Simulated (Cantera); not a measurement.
Cantera with NASA thermochemical tables; ideal gases at 1 bar, condensed phases pure. Values are per mole of reaction as written; species without (g) are pure solids or liquids, kept so even where they would boil at 1 bar. VN: taken at fixed stoichiometry.

4 O3(g) + 6 VN ⇌ 3 V2O4 + 6 N(g), with ΔH° = -709.6 kJ and ΔS° = 51.2 J/K at 300 K.

Q: How far is the shortcut ΔG° ≈ ΔH°(300 K) − T·ΔS°(300 K) from the full temperature-dependent value at 1473, 1573, 1673, 1773, 1873 K?

A: 
```json
[
 {"T (K)": "1473", "shortcut (kJ)": "-785.1", "full (kJ)": "-970.7", "difference (kJ)": "185.6", "difference in log10 K": "-6.58", "condensed phases": "VN(s), V2O4(s)"},
 {"T (K)": "1573", "shortcut (kJ)": "-790.2", "full (kJ)": "-996.0", "difference (kJ)": "205.8", "difference in log10 K": "-6.84", "condensed phases": "VN(s), V2O4(s)"},
 {"T (K)": "1673", "shortcut (kJ)": "-795.3", "full (kJ)": "-1021.6", "difference (kJ)": "226.3", "difference in log10 K": "-7.07", "condensed phases": "VN(s), V2O4(s)"},
 {"T (K)": "1773", "shortcut (kJ)": "-800.4", "full (kJ)": "-1047.5", "difference (kJ)": "247.0", "difference in log10 K": "-7.28", "condensed phases": "VN(s), V2O4(s)"},
 {"T (K)": "1873", "shortcut (kJ)": "-805.5", "full (kJ)": "-1083.9", "difference (kJ)": "278.4", "difference in log10 K": "-7.76", "condensed phases": "VN(s), V2O4(l)"}
]
```
The shortcut ignores heat capacities and the phase changes listed.
